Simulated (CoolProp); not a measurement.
Model: reference Helmholtz-energy equation of state, Thol 2015, in CoolProp.

Q: Give the vapour pressure (MPa), liquid density (kg/m³), enthalpy of vaporisation (kJ/kg), liquid cp (kJ/(kg K)) of saturated octamethylcyclotetrasiloxane (D4) at 507.7 K.

A: 
```csv
T (K),p (MPa),liquid density (kg/m³),enthalpy of vaporisation (kJ/kg),liquid cp (kJ/(kg K))
507.7,0.366,673,104,2.17
```
